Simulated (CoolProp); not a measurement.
Saturation properties of hexamethyldisiloxane (MM) (Tc = 518.7 K, pc = 1.931 MPa, ω = 0.418).

Model: reference Helmholtz-energy equation of state, Thol 2016, in CoolProp.

```json
[
 {"T (K)": "286.5", "p (MPa)": "0.002997", "vapour density (kg/m³)": "0.2053", "enthalpy of vaporisation (kJ/kg)": "234.1", "liquid cp (kJ/(kg K))": "1.870"},
 {"T (K)": "293.3", "p (MPa)": "0.004338", "vapour density (kg/m³)": "0.2908", "enthalpy of vaporisation (kJ/kg)": "231.1", "liquid cp (kJ/(kg K))": "1.887"},
 {"T (K)": "300.1", "p (MPa)": "0.006151", "vapour density (kg/m³)": "0.4037", "enthalpy of vaporisation (kJ/kg)": "228.0", "liquid cp (kJ/(kg K))": "1.905"},
 {"T (K)": "307", "p (MPa)": "0.008595", "vapour density (kg/m³)": "0.5528", "enthalpy of vaporisation (kJ/kg)": "224.9", "liquid cp (kJ/(kg K))": "1.923"},
 {"T (K)": "313.8", "p (MPa)": "0.01174", "vapour density (kg/m³)": "0.7409", "enthalpy of vaporisation (kJ/kg)": "221.8", "liquid cp (kJ/(kg K))": "1.941"},
 {"T (K)": "320.6", "p (MPa)": "0.01578", "vapour density (kg/m³)": "0.9778", "enthalpy of vaporisation (kJ/kg)": "218.6", "liquid cp (kJ/(kg K))": "1.960"},
 {"T (K)": "327.4", "p (MPa)": "0.02088", "vapour density (kg/m³)": "1.272", "enthalpy of vaporisation (kJ/kg)": "215.5", "liquid cp (kJ/(kg K))": "1.979"},
 {"T (K)": "334.3", "p (MPa)": "0.02736", "vapour density (kg/m³)": "1.639", "enthalpy of vaporisation (kJ/kg)": "212.3", "liquid cp (kJ/(kg K))": "1.998"},
 {"T (K)": "341.1", "p (MPa)": "0.03523", "vapour density (kg/m³)": "2.080", "enthalpy of vaporisation (kJ/kg)": "209.0", "liquid cp (kJ/(kg K))": "2.018"},
 {"T (K)": "347.9", "p (MPa)": "0.04482", "vapour density (kg/m³)": "2.609", "enthalpy of vaporisation (kJ/kg)": "205.7", "liquid cp (kJ/(kg K))": "2.038"},
 {"T (K)": "354.7", "p (MPa)": "0.05638", "vapour density (kg/m³)": "3.240", "enthalpy of vaporisation (kJ/kg)": "202.4", "liquid cp (kJ/(kg K))": "2.058"},
 {"T (K)": "361.5", "p (MPa)": "0.07018", "vapour density (kg/m³)": "3.986", "enthalpy of vaporisation (kJ/kg)": "199.0", "liquid cp (kJ/(kg K))": "2.078"},
 {"T (K)": "368.4", "p (MPa)": "0.08676", "vapour density (kg/m³)": "4.876", "enthalpy of vaporisation (kJ/kg)": "195.5", "liquid cp (kJ/(kg K))": "2.099"},
 {"T (K)": "375.2", "p (MPa)": "0.1059", "vapour density (kg/m³)": "5.900", "enthalpy of vaporisation (kJ/kg)": "191.9", "liquid cp (kJ/(kg K))": "2.120"},
 {"T (K)": "382", "p (MPa)": "0.1283", "vapour density (kg/m³)": "7.089", "enthalpy of vaporisation (kJ/kg)": "188.2", "liquid cp (kJ/(kg K))": "2.142"}
]
```

It boils at 373.7 K under 1 atm.
